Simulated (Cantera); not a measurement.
A perfectly stirred reactor is fed with CH4 : O2 : N2 = 1 : 4.26 : 16 (molar parts), equivalence ratio 0.47, at 5.00 bar; it is adiabatic with a 775 K inlet, and is followed from long to short residence time, starting on the burning branch (τ in s: 0.2, 0.089, 0.039, 0.017, 0.0074, 0.0032, 0.0014, 0.00061, 0.00026, 0.00012, 5e-05, 2.2e-05, 9.5e-06).

Detailed kinetics in Cantera: GRI-Mech 3.0 (53 species, 325 reactions).

Predict: blow-out, bracketed by the residence times tried; x(CH4) at τ = 0.200 s; x(O2) at τ = 0.200 s; x(H2O) at τ = 0.200 s; x(CH4) at τ = 1.40 ms; x(O2) at τ = 1.40 ms; x(CH2CO) at τ = 1.40 ms; x(H2O) at τ = 1.40 ms.


| Quantity | Value |
|---|---|
| blow-out, bracketed by the residence times tried | burning at 0.120 ms, out at 50.0 µs |
| x(CH4) at τ = 0.200 s | 2.51e-6 |
| x(O2) at τ = 0.200 s | 0.106 |
| x(H2O) at τ = 0.200 s | 0.0938 |
| x(CH4) at τ = 1.40 ms | 9.79e-5 |
| x(O2) at τ = 1.40 ms | 0.107 |
| x(CH2CO) at τ = 1.40 ms | 7.53e-8 |
| x(H2O) at τ = 1.40 ms | 0.0929 |
